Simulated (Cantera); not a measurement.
Input: 1 mol Hg, 1.8 mol O2, 3.2 mol N2, equilibrated at 0.100 bar.

Method: chemical equilibrium by Gibbs-energy minimisation in Cantera with the NASA 1993 tables (ideal gas, pure condensed phases). Candidate condensed phases: Hg, HgO; 10 gas species. Rates play no part. All values below are at 575 K.

Base state: N2 0.662, O2 0.292, Hg 0.0462 (mole fractions); condensed: HgO(s).

**Question.** What changes in the equilibrium state with this change: pressure from 0.100 bar to 0.450 bar?

**Answer.** 
| species | before | after |
|---|---|---|
| N2 | 0.662 | 0.706 |
| O2 | 0.292 | 0.289 |
| Hg | 0.0462 | 0.00486 |
| HgO(s), mol | 0.777 | 0.978 |
